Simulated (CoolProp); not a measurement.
Acetone along the isotherm 550 K: density (kg/m³) from the reference equation and from simpler models built on Tc = 508.1 K, pc = 4692 kPa, ω = 0.307; each cubic takes its own stable root.

Computed with CoolProp (reference Helmholtz-energy equation of state, Lemmon 2006). It is a short technical equation, of lower accuracy than the large ones.

```csv
p (kPa),phase,reference,van der Waals,Redlich-Kwong,Soave-Redlich-Kwong
37.1,gas,0.4723,0.4721,0.4722,0.4722
66,gas,0.8418,0.8411,0.8414,0.8413
117,gas,1.497,1.495,1.496,1.496
209,gas,2.690,2.684,2.687,2.685
371,gas,4.827,4.806,4.816,4.811
660,gas,8.756,8.690,8.721,8.703
1170,gas,16.09,15.88,15.98,15.92
2090,gas,30.86,30.17,30.50,30.24
3710,gas,63.74,61.77,62.68,61.26
6600,supercritical,178.1,195.5,179.8,157.5
11700,supercritical,422.9,286.8,329.9,312.0
```
